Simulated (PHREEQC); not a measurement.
Dissolve 0.051 mol/kgw RbCl, 0.012 mol/kgw LiBr and 0.0017 mol/kgw LiOH at 20 °C. Closed to the air; pH follows from the charge balance.

Equilibrium calculation in PHREEQC: ion-association model, wateq4f.dat.

pH: 11.30
ionic strength: 0.0647 mol/kgw
total alkalinity: 1.70 meq/kg

```csv
species,molality,activity,log γ
Cl-,0.0510,0.0406,-0.099
Rb+,0.0510,0.0412,-0.093
Li+,0.0137,0.0112,-0.086
Br-,0.0120,0.00969,-0.093
OH-,0.00170,0.00135,-0.100
```

This is a speciation only: nothing precipitates in the calculation. Species that the database lacks are ignored.
